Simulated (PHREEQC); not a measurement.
**City or well water: speciation**

Synthetic water in mg/L, 20 °C, pH 6.63, pe 11.7:

```json
[
 {"constituent": "Na", "mg/L": "7.09"},
 {"constituent": "K", "mg/L": "0.0154"},
 {"constituent": "Ca", "mg/L": "12.6"},
 {"constituent": "Mg", "mg/L": "3.23"},
 {"constituent": "Cl", "mg/L": "19.3"},
 {"constituent": "S(6) as SO4", "mg/L": "3.61"},
 {"constituent": "Alkalinity as HCO3", "mg/L": "38.1"},
 {"constituent": "Li", "mg/L": "0.0211"}
]
```

Valence states are taken as typed.

Equilibrium calculation in PHREEQC: ion-association model, phreeqc.dat.

No solid was allowed to form.

Question: What specific conductance does the model give?

Answer: specific conductance 120 µS/cm.

Question: In which forms is C present?

Answer: HCO3- 65 %, CO2 35 % of the C.

Complexes and solids missing from the database can't appear.
